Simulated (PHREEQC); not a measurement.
## Buffer (model solution)

Dissolve 0.0003 mol/kgw KHCO3 and 1.9e-05 mol/kgw NH3 at 25 °C. Closed to the air; pH follows from the charge balance.

The numbers come from PHREEQC with the ion-association model, phreeqc.dat.

Precipitation was switched off in this run.

### Question
Predict the pH, ionic strength.

### Answer
pH 8.79; ionic strength 0.000323 mol/kgw.

### Question
In which forms is N present?

### Answer
NH4+ 75 %, NH3 25 % of the N.
